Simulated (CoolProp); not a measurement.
A closed Brayton cycle with nitrogen: compressor inlet 321.15 K and 5.9 MPa, high pressure 15.3 MPa, turbine inlet 935 K, compressor efficiency 0.8, turbine efficiency 0.9, recuperator effectiveness 0.95 (on enthalpy, no pinch check). Each further row changes one setting.

Values from CoolProp's reference Helmholtz-energy equation of state, Span 2000.

```json
[
 {"case": "as stated", "thermal efficiency (%)": "35.0", "net work (kJ/kg)": "83.6", "compressor to turbine work": "0.62", "compressor exit (K)": "447.9", "turbine exit (K)": "748.7"},
 {"case": "turbine inlet 885 K", "thermal efficiency (%)": "31.9", "net work (kJ/kg)": "71.8", "compressor to turbine work": "0.65", "compressor exit (K)": "447.9", "turbine exit (K)": "707.0"},
 {"case": "compressor inlet 331.15 K", "thermal efficiency (%)": "33.3", "net work (kJ/kg)": "79.1", "compressor to turbine work": "0.64", "compressor exit (K)": "461.8", "turbine exit (K)": "748.7"},
 {"case": "high pressure 13 MPa", "thermal efficiency (%)": "[?]", "net work (kJ/kg)": "75.8", "compressor to turbine work": "0.59", "compressor exit (K)": "423.7", "turbine exit (K)": "[?]"},
 {"case": "recuperator effectiveness 0.5", "thermal efficiency (%)": "[?]", "net work (kJ/kg)": "83.6", "compressor to turbine work": "0.62", "compressor exit (K)": "447.9", "turbine exit (K)": "748.7"}
]
```

**Question.** Complete the blanks.

**Answer.** 
- high pressure 13 MPa, thermal efficiency (%): 36.4
- high pressure 13 MPa, turbine exit (K): 777.8
- recuperator effectiveness 0.5, thermal efficiency (%): 21.6
